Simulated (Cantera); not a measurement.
**Stirred combustor or abatement burner**

A perfectly stirred reactor is fed with 6.96 % C₃H₈, 19.3 % O₂, 61.9 % N₂, 11.8 % CO₂, equivalence ratio 1.8, at 10.0 bar; it is adiabatic with a 425 K inlet, and is followed from long to short residence time, starting on the burning branch (τ in s: 0.46, 0.12, 0.031, 0.008, 0.0021, 0.00054, 0.00014, 3.6e-05, 9.4e-06).

Computed with Cantera and GRI-Mech 3.0 (53 species, 325 reactions). GRI-Mech 3.0 was tuned for natural gas; its chemistry of propane as a main component is partial and can be far from experiment.

```json
[
 {"τ (s)": "0.46", "T (K)": "1773", "x C₃H₈": "4.20e-7", "x O₂": "9.68e-5", "x CO₂": "0.101", "x N₂O": "2.80e-10", "x CH₃": "2.94e-5", "x CH₄": "0.00362", "x HO₂": "2.82e-8"},
 {"τ (s)": "0.12", "T (K)": "1786", "x C₃H₈": "1.38e-6", "x O₂": "0.000300", "x CO₂": "0.107", "x N₂O": "7.83e-10", "x CH₃": "5.86e-5", "x CH₄": "0.00538", "x HO₂": "9.70e-8"},
 {"τ (s)": "0.031", "T (K)": "1796", "x C₃H₈": "4.70e-6", "x O₂": "0.000863", "x CO₂": "0.113", "x N₂O": "2.21e-9", "x CH₃": "0.000109", "x CH₄": "0.00695", "x HO₂": "3.36e-7"},
 {"τ (s)": "0.0080", "T (K)": "1792", "x C₃H₈": "1.68e-5", "x O₂": "0.00221", "x CO₂": "0.118", "x N₂O": "6.10e-9", "x CH₃": "0.000189", "x CH₄": "0.00802", "x HO₂": "1.19e-6"},
 {"τ (s)": "0.0021", "T (K)": "1769", "x C₃H₈": "6.37e-5", "x O₂": "0.00519", "x CO₂": "0.121", "x N₂O": "1.60e-8", "x CH₃": "0.000307", "x CH₄": "0.00897", "x HO₂": "4.35e-6"},
 {"τ (s)": "0.00054", "T (K)": "1707", "x C₃H₈": "0.000298", "x O₂": "0.0128", "x CO₂": "0.122", "x N₂O": "4.30e-8", "x CH₃": "0.000473", "x CH₄": "0.0112", "x HO₂": "1.80e-5"},
 {"τ (s)": "0.00014", "T (K)": "425", "x C₃H₈": "0.0696", "x O₂": "0.193", "x CO₂": "0.118", "x N₂O": "<1e-12", "x CH₃": "<1e-12", "x CH₄": "<1e-12", "x HO₂": "<1e-12"},
 {"τ (s)": "3.6e-5", "T (K)": "425", "x C₃H₈": "0.0696", "x O₂": "0.193", "x CO₂": "0.118", "x N₂O": "<1e-12", "x CH₃": "<1e-12", "x CH₄": "<1e-12", "x HO₂": "<1e-12"},
 {"τ (s)": "9.4e-6", "T (K)": "425", "x C₃H₈": "0.0696", "x O₂": "0.193", "x CO₂": "0.118", "x N₂O": "<1e-12", "x CH₃": "<1e-12", "x CH₄": "<1e-12", "x HO₂": "<1e-12"}
]
```
x: mole fraction; the columns are a selection and need not sum to one.
